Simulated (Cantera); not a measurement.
A freely propagating, adiabatic, planar premixed flame of 8.02 % CH4, 19.3 % O2, 72.7 % N2, equivalence ratio 0.83, unburnt at 650 K and 0.523 atm; mixture-averaged transport, grid criteria slope 0.08 and curve 0.16, no radiation.

Model: GRI-Mech 3.0 (53 species, 325 reactions), integrated in Cantera. Burning velocities carry a grid error of a few per cent, more on coarse grids.

x: mole fraction of selected species; z is measured from the peak of heat release.

```json
[
 {"z (mm)": "-1.74", "T (K)": "650", "u (m/s)": "1.60", "x CH4": "0.0801", "x O2": "0.193", "x CH3": "5.99e-8", "x OH": "<1e-8", "x C2H6": "2.43e-8", "x C2H": "<1e-8"},
 {"z (mm)": "-1.16", "T (K)": "651", "u (m/s)": "1.60", "x CH4": "0.0800", "x O2": "0.193", "x CH3": "6.79e-7", "x OH": "<1e-8", "x C2H6": "4.66e-7", "x C2H": "<1e-8"},
 {"z (mm)": "-0.870", "T (K)": "655", "u (m/s)": "1.62", "x CH4": "0.0795", "x O2": "0.192", "x CH3": "3.23e-6", "x OH": "6.55e-8", "x C2H6": "3.26e-6", "x C2H": "<1e-8"},
 {"z (mm)": "-0.580", "T (K)": "687", "u (m/s)": "1.70", "x CH4": "0.0771", "x O2": "0.190", "x CH3": "2.53e-5", "x OH": "2.64e-6", "x C2H6": "4.54e-5", "x C2H": "<1e-8"},
 {"z (mm)": "-0.290", "T (K)": "961", "u (m/s)": "2.41", "x CH4": "0.0590", "x O2": "0.167", "x CH3": "0.000437", "x OH": "6.66e-5", "x C2H6": "0.000616", "x C2H": "<1e-8"},
 {"z (mm)": "-0.145", "T (K)": "[?]", "u (m/s)": "3.33", "x CH4": "[?]", "x O2": "[?]", "x CH3": "0.00186", "x OH": "[?]", "x C2H6": "[?]", "x C2H": "<1e-8"},
 {"z (mm)": "0", "T (K)": "1674", "u (m/s)": "4.28", "x CH4": "0.00935", "x O2": "0.0894", "x CH3": "0.00183", "x OH": "0.00292", "x C2H6": "8.00e-5", "x C2H": "7.48e-8"},
 {"z (mm)": "0.145", "T (K)": "1830", "u (m/s)": "4.68", "x CH4": "0.000901", "x O2": "0.0621", "x CH3": "0.000261", "x OH": "0.00709", "x C2H6": "5.49e-7", "x C2H": "5.39e-8"},
 {"z (mm)": "0.290", "T (K)": "1870", "u (m/s)": "4.77", "x CH4": "4.57e-5", "x O2": "0.0519", "x CH3": "1.39e-5", "x OH": "0.00929", "x C2H6": "<1e-8", "x C2H": "<1e-8"},
 {"z (mm)": "0.580", "T (K)": "1913", "u (m/s)": "4.86", "x CH4": "[?]", "x O2": "0.0461", "x CH3": "[?]", "x OH": "0.0104", "x C2H6": "<1e-8", "x C2H": "<1e-8"},
 {"z (mm)": "1.16", "T (K)": "1970", "u (m/s)": "4.98", "x CH4": "<1e-8", "x O2": "0.0430", "x CH3": "<1e-8", "x OH": "0.0107", "x C2H6": "<1e-8", "x C2H": "<1e-8"},
 {"z (mm)": "2.32", "T (K)": "2042", "u (m/s)": "5.13", "x CH4": "<1e-8", "x O2": "0.0408", "x CH3": "<1e-8", "x OH": "0.0103", "x C2H6": "<1e-8", "x C2H": "<1e-8"},
 {"z (mm)": "4.64", "T (K)": "2120", "u (m/s)": "5.30", "x CH4": "<1e-8", "x O2": "0.0386", "x CH3": "<1e-8", "x OH": "0.00938", "x C2H6": "<1e-8", "x C2H": "<1e-8"}
]
```

### Question
What belongs in the gaps?

### Answer

- -0.145, T (K): 1314
- -0.145, x CH4: 0.0344
- -0.145, x O2: 0.133
- -0.145, x OH: 0.000515
- -0.145, x C2H6: 0.000701
- 0.580, x CH4: 1.47e-7
- 0.580, x CH3: 4.85e-8
